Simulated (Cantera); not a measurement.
A Cantera script and its output.

```python
import numpy as np
import cantera as ct

gas = ct.Solution("SiF4_NH3_mec.yaml", "gas")
gas.TPX = 2375, 5300, {'NH3': 1, 'H2': 16}
reactor = ct.IdealGasConstPressureReactor(gas, energy="off", clone=False)
net = ct.ReactorNet([reactor])
net.rtol, net.atol = 1e-08, 1e-18
show = ['NH3', 'H2', 'NH', 'N2', 'H']
times = np.geomspace(0.0001, 1, 10)

steps = ct.SolutionArray(gas, extra=["t"])
rows = []
print(f"{'t/s':>10s}{'T/K':>9s}{'P/Pa':>11s}" + "".join(f"{s:>11s}" for s in show))
for t in times:
    while net.time < t:
        t_next = net.step()
        steps.append(gas.state, t=t_next)
    rows.append([np.interp(t, steps.t, y) for y in (steps.T, steps.P, *steps(*show).X.T)])
    print(f"{t:10.3e}{rows[-1][0]:9.1f}{rows[-1][1]:11.4g}" + "".join(f"{x:11.3e}" for x in rows[-1][2:]))
rate = np.gradient(steps.T, steps.t)
print("integrator steps:", len(steps.t))
if steps.T.max() > steps.T[0] + 200:
    print(f"time of steepest temperature rise: {steps.t[rate.argmax()]:.4e} s")
gas.TPX = 2375, 5300, {'NH3': 1, 'H2': 16}
gas.equilibrate("TP")
print(f"equilibrium (TP): T = {gas.T:.1f} K  " + "  ".join(f"{s} {gas[s].X[0]:.3e}" for s in show))
```

Output:

```
       t/s      T/K       P/Pa        NH3         H2         NH         N2          H
 1.000e-04   2375.0       5300  5.877e-02  9.410e-01  1.740e-07  2.921e-09  2.044e-04
 2.783e-04   2375.0       5300  5.869e-02  9.406e-01  1.361e-06  2.105e-07  5.680e-04
 7.743e-04   2375.0       5300  5.842e-02  9.397e-01  1.012e-05  1.170e-05  1.552e-03
 2.154e-03   2375.0       5300  5.696e-02  9.383e-01  5.125e-05  4.574e-04  3.561e-03
 5.995e-03   2375.0       5300  4.888e-02  9.415e-01  7.098e-05  4.214e-03  4.549e-03
 1.668e-02   2375.0       5300  3.038e-02  9.505e-01  6.263e-05  1.304e-02  5.451e-03
 4.642e-02   2375.0       5300  6.303e-03  9.591e-01  4.180e-05  2.453e-02  9.796e-03
 1.292e-01   2375.0       5300  3.751e-05  9.367e-01  3.562e-06  2.725e-02  3.596e-02
 3.594e-01   2375.0       5300  1.114e-06  9.151e-01  2.874e-07  2.697e-02  5.789e-02
 1.000e+00   2375.0       5300  2.569e-07  9.141e-01  6.893e-08  2.696e-02  5.895e-02
integrator steps: 1364
equilibrium (TP): T = 2375.0 K  NH3 9.103e-08  H2 9.141e-01  NH 2.442e-08  N2 2.696e-02  H 5.895e-02
```

Detailed kinetics in Cantera: the gas-phase N/H chemistry of the illustrative SiF4/NH3 mechanism in the Surface Chemkin manual (1991). Walls and surfaces, which speed up NH3 decomposition in real reactors, are not modelled.
